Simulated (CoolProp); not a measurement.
Vapour-liquid equilibrium of dimethyl carbonate (1) + n-heptane (2) at 0.872 MPa; x and y are mole fractions of (1).

Computed with CoolProp (multi-fluid Helmholtz-energy mixture model, Zhou 2011 and Span 2003; pair parameters Bell 2016).

Question: Give the bubble temperature and the first vapour's composition at x = 0.2, 0.275, 0.95. Is there an azeotrope?

Answer: x = 0.2: 451.4 K, y = 0.337; x = 0.275: 448.3 K, y = 0.414; x = 0.95: 447.2 K, y = 0.913. y crosses x between x = 0.65 and 0.725: the model has an azeotrope there.

The pair parameters rest on a limited set of measurements; away from them the model extrapolates.
